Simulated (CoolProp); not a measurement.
Vapour-liquid equilibrium of R152A (1) + methanol (2) at -7.25 °C; x and y are mole fractions of (1).

Model: multi-fluid Helmholtz-energy mixture model, Outcalt 1996 and de Reuck 1993; pair parameters Bell 2016, in CoolProp.

Task: Give the bubble pressure and the first vapour's composition at x = 0.125, 0.275, 0.575. Is there an azeotrope?

Result: x = 0.125: 0.09199 MPa, y = 0.973; x = 0.275: 0.1201 MPa, y = 0.980; x = 0.575: 0.1411 MPa, y = 0.984. No azeotrope shows between x = 0.05 and 0.95.

The pair parameters rest on a limited set of measurements; away from them the model extrapolates. With so large a gap from Raoult's law the liquid may split in two, which this calculation doesn't test in full.
